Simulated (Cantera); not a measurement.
Feed: 1 mol SiCl₄, 5 mol HCl, a varied amount of H₂, held at 2523 K and 13.3 mbar.

Method: chemical equilibrium by Gibbs-energy minimisation in Cantera with the NASA 1993 tables (ideal gas, pure condensed phases). Candidate condensed phases: Si; 19 gas species. The tables' values for SiCl, SiCl₃ are old estimates; treat these amounts as uncertain. Gases not in the tables: Si₂H₆ and higher silanes. The numbers say what is thermodynamically allowed, not how fast it happens.

x: gas mole fraction; nothing condenses.

```csv
n(H₂) (mol),x H₂,x HCl,x H,x Cl,x SiCl₂,x Si
2.5,0.162,0.459,0.0969,0.194,0.0651,0.0146
4.7,[?],[?],[?],[?],[?],[?]
8.6,[?],[?],[?],[?],[?],0.0230
16,0.483,0.251,0.167,0.0614,0.0102,0.0228
30,0.588,0.167,0.185,0.0369,0.00296,0.0182
55,0.664,0.104,0.196,0.0216,0.000689,0.0124
100,0.714,0.0615,0.203,0.0124,0.000139,0.00765
```

**Question.** Complete the blanks.

**Answer.** 
- 8.6, x H₂: 0.364
- 8.6, x HCl: 0.340
- 8.6, x H: 0.145
- 8.6, x Cl: 0.0957
- 8.6, x SiCl₂: 0.0251
- 4.7, x H₂: 0.253
- 4.7, x HCl: 0.414
- 4.7, x H: 0.121
- 4.7, x Cl: 0.140
- 4.7, x SiCl₂: 0.0449
- 4.7, x Si: 0.0194
